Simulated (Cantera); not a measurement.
Catalytic combustion on Pt

An isothermal plug-flow reactor at 1225 K and 1.00 bar (inlet), inlet velocity 0.2 m/s, active area per volume 1700 1/m; feed CH4 : O2 : N2 : H2O = 0.0044 : 0.078 : 0.79 : 0.0058 (molar parts), equivalence ratio 0.11.

Model: Deutschmann's 1995 Pt surface mechanism with GRI-Mech 3.0 gas chemistry, integrated in Cantera. Catalytic surfaces can have several steady states; this one follows from the mechanism file's or the stated starting coverage. Mass transfer to the wall is taken as infinitely fast.

```csv
z (m),x CH4,x O2,x H2O,x CO2,x CO,θ free Pt,θ O*,θ OH*
4.8e-05,0.00402,0.0869,0.00856,0.000964,6.11e-6,0.458,0.541,0.00109
7.9e-05,0.00348,0.0858,0.00961,0.00149,5.32e-6,0.459,0.540,0.00115
0.00013,0.00275,0.0844,0.0111,0.00221,4.22e-6,0.459,0.539,0.00124
0.00022,0.00180,0.0825,0.0129,0.00313,2.81e-6,0.460,0.538,0.00133
0.00037,0.000884,0.0807,0.0147,0.00402,1.43e-6,0.462,0.537,0.00142
0.00062,0.000268,0.0795,0.0159,0.00463,4.98e-7,0.462,0.536,0.00148
0.001,4.35e-5,0.0790,0.0164,0.00487,1.33e-7,0.463,0.536,0.00150
0.0017,1.52e-6,0.0789,0.0165,0.00493,3.43e-8,0.463,0.536,0.00150
0.0029,7.24e-9,0.0789,0.0166,0.00495,1.51e-8,0.463,0.536,0.00150
0.0048,7.42e-10,0.0789,0.0166,0.00496,1.05e-8,0.463,0.536,0.00151
```
x: gas mole fraction; θ: surface coverage.
